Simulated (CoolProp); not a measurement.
R1233zd(E) at several states: density (kg/m³) from the reference equation and from simpler models built on Tc = 165.7 °C, pc = 3.583 MPa, ω = 0.304; each cubic takes its own stable root.

The numbers come from the reference Helmholtz-energy equation of state, Akasaka 2022 in CoolProp.

```csv
T (°C),p (MPa),phase,reference,van der Waals,Soave-Redlich-Kwong,Peng-Robinson
-77.95,0.0159,liquid,(withheld),(withheld),(withheld),(withheld)
-53.45,20.6,liquid,1463,888.4,1308,1465
157.65,15.4,liquid,(withheld),(withheld),(withheld),(withheld)
```

Some entries are withheld; supply them.


- -77.95, reference: 1487
- -77.95, van der Waals: 1.289
- -77.95, Soave-Redlich-Kwong: 1315
- -77.95, Peng-Robinson: 1476
- 157.65, reference: 993.7
- 157.65, van der Waals: 699.4
- 157.65, Soave-Redlich-Kwong: 900.9
- 157.65, Peng-Robinson: 1005

At some of these states van der Waals gives the other phase, because its saturation line lies elsewhere.
